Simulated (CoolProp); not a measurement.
Vapour-liquid equilibrium of R113 (1) + acetone (2) at 0.0654 MPa; x and y are mole fractions of (1).

Computed with CoolProp (multi-fluid Helmholtz-energy mixture model, Marx 1992 and Lemmon 2006; pair parameters Bell 2016).

Problem. Give the bubble temperature and the first vapour's composition at x = 0.575, 0.65, 0.95. Is there an azeotrope?

Solution. x = 0.575: 305.1 K, y = 0.626; x = 0.65: 305.0 K, y = 0.664; x = 0.95: 306.9 K, y = 0.913. y crosses x between x = 0.65 and 0.725: the model has an azeotrope there.

Pair parameters are fitted to limited data, so mixtures are less certain than the pure fluids.
